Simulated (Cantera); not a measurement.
**Equilibrium for calcination and drying: CaCO3 + H2O + O2**

Feed: 1 mol CaCO3, 0.31 mol H2O, 15 mol O2, held at 1598 K and 13.3 mbar.

These are equilibrium values from Cantera (NASA tables, ideal gas, pure condensed phases), not measurements of a reactor. Candidate condensed phases: C, C6H6, C7H8, C8H18, Ca, CaCO3, CaO, Ca(OH)2, H2O; 115 gas species. Kinetics and transport are ignored.

```json
{
  "x(O2)": "0.919",
  "x(CO2)": "0.0613",
  "x(H2O)": "0.0188",
  "x(OH)": "0.000322",
  "x(O)": "0.000118",
  "x(CO)": "1.07e-5",
  "x(H2)": "1.10e-6",
  "n(CaO(s))": "1.000 mol",
  "gas_amount": "16.31 mol",
  "log10 activity of C(graphite) (absent)": "-14.13",
  "log10 activity of Ca(l) (absent)": "-14.23"
}
```
